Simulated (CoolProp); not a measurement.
Vapour-liquid equilibrium of ethylbenzene (1) + m-xylene (2) at 32.5 kPa; x and y are mole fractions of (1).

The numbers come from the multi-fluid Helmholtz-energy mixture model, Zhou 2012 and Zhou 2012; pair parameters Bell 2016 in CoolProp.

```json
[
 {"x": "0.05", "bubble temperature (°C)": "101.0", "y at the bubble point": "0.056", "dew temperature at overall composition x (°C)": "101.1", "liquid density (mol/L)": "7.459"},
 {"x": "0.15", "bubble temperature (°C)": "100.7", "y at the bubble point": "0.164", "dew temperature at overall composition x (°C)": "100.7", "liquid density (mol/L)": "7.462"},
 {"x": "0.25", "bubble temperature (°C)": "100.4", "y at the bubble point": "0.270", "dew temperature at overall composition x (°C)": "100.4", "liquid density (mol/L)": "7.465"},
 {"x": "0.35", "bubble temperature (°C)": "100.1", "y at the bubble point": "0.373", "dew temperature at overall composition x (°C)": "100.1", "liquid density (mol/L)": "7.469"},
 {"x": "0.45", "bubble temperature (°C)": "99.8", "y at the bubble point": "0.474", "dew temperature at overall composition x (°C)": "99.8", "liquid density (mol/L)": "7.473"},
 {"x": "0.55", "bubble temperature (°C)": "99.5", "y at the bubble point": "0.573", "dew temperature at overall composition x (°C)": "99.5", "liquid density (mol/L)": "7.478"},
 {"x": "0.65", "bubble temperature (°C)": "99.2", "y at the bubble point": "0.670", "dew temperature at overall composition x (°C)": "99.3", "liquid density (mol/L)": "7.482"},
 {"x": "0.75", "bubble temperature (°C)": "99.0", "y at the bubble point": "0.765", "dew temperature at overall composition x (°C)": "99.0", "liquid density (mol/L)": "7.488"},
 {"x": "0.85", "bubble temperature (°C)": "98.7", "y at the bubble point": "0.860", "dew temperature at overall composition x (°C)": "98.8", "liquid density (mol/L)": "7.494"},
 {"x": "0.95", "bubble temperature (°C)": "98.5", "y at the bubble point": "0.953", "dew temperature at overall composition x (°C)": "98.5", "liquid density (mol/L)": "7.500"}
]
```

No azeotrope shows between x = 0.05 and 0.95.

Pair parameters are fitted to limited data, so mixtures are less certain than the pure fluids.
